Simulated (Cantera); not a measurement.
A counterflow diffusion flame at 89000 Pa, nozzles 20 mm apart: fuel side CH4 : N2 = 1 : 0.35 (molar parts) at 473 K, oxidiser side O2 : N2 = 0.18 : 0.82 (molar parts) at 775 K, fuel mass flux 0.9 times the oxidiser's; mixture-averaged transport, no radiation.

Cantera simulation using GRI-Mech 3.0 (53 species, 325 reactions); the numbers are that mechanism's predictions, not measurements. GRI-Mech 3.0 has no aromatics or soot, which form on the fuel side of real flames. The maximum strain rate includes the flame's own expansion and is several times the mean.

x: mole fraction; the columns are a selection and need not sum to one.

```csv
oxidiser flux (kg/m²/s),max strain (1/s),mean strain (1/s),T max (K),peak x OH,peak x H,peak x NO,peak x CO,peak x C2H2
0.22,199,50.6,2079,0.00710,0.00414,0.000257,0.0469,0.0109
0.32,[?],73.6,2063,0.00705,0.00434,[?],0.0463,0.0101
0.46,396,106,2049,0.00699,0.00454,0.000204,0.0461,0.00940
0.65,[?],149,2033,0.00688,0.00470,[?],0.0461,0.00872
0.93,767,214,2011,0.00664,0.00480,0.000139,0.0463,0.00785
1.3,1050,299,1986,0.00631,0.00479,0.000105,0.0465,0.00686
1.9,1510,437,1950,0.00575,0.00458,6.77e-5,0.0470,0.00547
```

Problem. Complete the blanks.

Solution. 
- 0.32, max strain (1/s): 282
- 0.32, peak x NO: 0.000231
- 0.65, max strain (1/s): 548
- 0.65, peak x NO: 0.000174
